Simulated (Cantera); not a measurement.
## Gas-phase reforming

An isothermal, constant-pressure homogeneous reactor starts with 4.55 % CH4, 95.5 % CO2, at 1475 K and 101000 Pa.

Computed with Cantera and GRI-Mech 3.0 (53 species, 325 reactions).

```tsv
t (s)	x CH4	x CO2	x C2H4	x HO2	x CH2O	x O	x C2H2
0.000900	0.0454	0.955	3.90e-7	<1e-12	2.98e-8	<1e-12	1.14e-9
0.00196	0.0454	0.955	2.27e-6	<1e-12	1.56e-7	<1e-12	1.84e-8
0.00429	0.0453	0.955	1.04e-5	<1e-12	6.01e-7	<1e-12	2.21e-7
0.00935	0.0451	0.954	4.58e-5	<1e-12	1.90e-6	<1e-12	2.48e-6
0.0204	0.0446	0.954	0.000188	<1e-12	4.19e-6	<1e-12	2.73e-5
0.0445	0.0432	0.953	0.000565	<1e-12	5.74e-6	1.51e-12	0.000242
0.0972	0.0405	0.948	0.000886	<1e-12	6.02e-6	2.14e-12	0.00126
0.212	0.0355	0.937	0.000769	<1e-12	6.47e-6	2.40e-12	0.00368
0.463	0.0272	0.915	0.000570	<1e-12	8.26e-6	2.54e-12	0.00763
1.01	0.0156	0.882	0.000313	<1e-12	1.24e-5	2.56e-12	0.0126
2.20	0.00598	0.846	8.92e-5	<1e-12	1.52e-5	2.49e-12	0.0146
4.81	0.00215	0.810	2.65e-5	<1e-12	9.11e-6	3.52e-12	0.0102
10.5	0.00113	0.777	9.74e-6	<1e-12	2.92e-6	7.20e-12	0.00356
22.9	0.000357	0.760	1.17e-6	<1e-12	4.59e-7	2.07e-11	0.000409
50.0	1.55e-5	0.757	8.37e-9	<1e-12	1.25e-8	3.01e-11	3.30e-6
```
x: mole fraction; the columns are a selection and need not sum to one.

Equilibrium at this temperature and pressure: CH4 3.52e-12, CO2 0.757, C2H4 <1e-12, HO2 <1e-12, CH2O 4.70e-10, O 4.53e-11, C2H2 <1e-12 (gas phase only).
